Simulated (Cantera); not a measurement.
Feed: 1 mol Si₂Cl₆, 19 mol NH₃, 1.5 mol H₂, at 0.0430 bar.

Equilibrium computed with Cantera from the NASA thermochemical tables; the gas is ideal and each condensed phase is pure. Candidate condensed phases: NH₄Cl, Si, Si₃N₄; 28 gas species. The feed counts by its element totals alone. The tables' values for SiCl₃, SiCl are old estimates; treat these amounts as uncertain. Gases not in the tables: Si₂H₆ and higher silanes. Rates play no part.

x: gas mole fraction; n: condensed amount in mol.

| T (K) | x H₂ | x N₂ | x HCl | x SiCl₂ | x H | n Si₃N₄(s) | n Si(l) |
|---|---|---|---|---|---|---|---|
| 925 | 0.657 | 0.199 | 0.144 | 6.20e-9 | 1.02e-9 | 0.661 | 0 |
| 1075 | 0.656 | 0.199 | 0.145 | 7.73e-7 | 5.73e-8 | 0.663 | 0 |
| 1225 | 0.656 | 0.199 | 0.145 | 2.89e-5 | 1.22e-6 | 0.664 | 0 |
| 1375 | 0.657 | 0.199 | 0.144 | 0.000474 | 1.34e-5 | 0.657 | 0 |
| 1525 | 0.659 | 0.201 | 0.136 | 0.00396 | 9.26e-5 | (withheld) | 0 |
| 1675 | 0.665 | 0.207 | 0.111 | 0.0158 | 0.000457 | (withheld) | 0 |
| 1825 | 0.664 | 0.223 | 0.0809 | 0.0295 | 0.00173 | (withheld) | 0.720 |

Question: Complete the blanks.

Answer: 
- 1525, n Si₃N₄(s): 0.607
- 1675, n Si₃N₄(s): 0.440
- 1825, n Si₃N₄(s): 0
